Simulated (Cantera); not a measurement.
Equilibrium for sublimation and decomposition of ceramics: Al₂O₃ + C + N₂

Charge: 1 mol Al₂O₃, a varied amount of C, 3.6 mol N₂, equilibrated at 2048 K and 2800 Pa.

Cantera equilibrium calculation (NASA polynomials, part measured and part estimated; ideal gas, pure solids and liquids). Candidate condensed phases: Al, AlN, Al₂O₃, C; 32 gas species. Mutual solubility and eutectic melting of coexisting phases are not modelled. Condensed phases not in the tables: aluminium oxynitride. Kinetics and transport are ignored.

From 0.0053 mol C to 0.097 mol C the condensed part is Al₂O₃(s). From 0.15 mol C to 0.51 mol C the condensed part is AlN(s) + Al₂O₃(s). The main Al-bearing gas is Al at 0.0053 mol C and Al₂O at 0.51 mol C. The share of Al in condensed phases is highest at 0.0053 mol C (99.8 %) and lowest at 0.51 mol C (93.4 %).

| n(C) (mol) | x N₂ | x CO | x Al | x Al₂O | x AlO | x CO₂ | x Al₂ | x Al₂O₂ | n Al₂O₃(s) | n AlN(s) |
|---|---|---|---|---|---|---|---|---|---|---|
| 0.0053 | 0.998 | 0.00147 | 0.000669 | 0.000232 | 1.00e-6 | 1.04e-7 | 3.00e-9 | 1.50e-8 | 0.998 | 0 |
| 0.0081 | 0.996 | 0.00224 | 0.000979 | 0.000386 | 1.14e-6 | 1.23e-7 | 6.42e-9 | 1.93e-8 | 0.997 | 0 |
| 0.012 | 0.995 | 0.00332 | 0.00139 | 0.000616 | 1.28e-6 | 1.44e-7 | 1.29e-8 | 2.44e-8 | 0.995 | 0 |
| 0.018 | 0.992 | 0.00496 | 0.00199 | 0.000991 | 1.44e-6 | 1.70e-7 | 2.64e-8 | 3.09e-8 | 0.993 | 0 |
| 0.028 | 0.988 | 0.00768 | 0.00292 | 0.00165 | 1.64e-6 | 2.04e-7 | 5.69e-8 | 3.99e-8 | 0.989 | 0 |
| 0.042 | 0.982 | 0.0115 | 0.00413 | 0.00263 | 1.84e-6 | 2.41e-7 | 1.14e-7 | 5.04e-8 | 0.983 | 0 |
| 0.064 | 0.973 | 0.0173 | 0.00589 | 0.00423 | 2.07e-6 | 2.87e-7 | 2.32e-7 | 6.38e-8 | 0.973 | 0 |
| 0.097 | 0.959 | 0.0258 | 0.00831 | 0.00669 | 2.32e-6 | 3.41e-7 | 4.62e-7 | 8.03e-8 | 0.959 | 0 |
| 0.15 | 0.940 | 0.0392 | 0.0110 | 0.00970 | 2.55e-6 | 4.29e-7 | 8.08e-7 | 9.67e-8 | 0.938 | 0.00852 |
| 0.22 | 0.922 | 0.0568 | 0.0111 | 0.00982 | 2.55e-6 | 6.17e-7 | 8.23e-7 | 9.73e-8 | 0.914 | 0.0530 |
| 0.34 | 0.893 | 0.0859 | 0.0113 | 0.0100 | 2.57e-6 | 9.23e-7 | 8.50e-7 | 9.84e-8 | 0.873 | 0.129 |
| 0.51 | 0.853 | 0.125 | 0.0115 | 0.0103 | 2.59e-6 | 1.32e-6 | 8.90e-7 | 9.99e-8 | 0.816 | 0.237 |
x: gas mole fraction; n: condensed amount in mol.
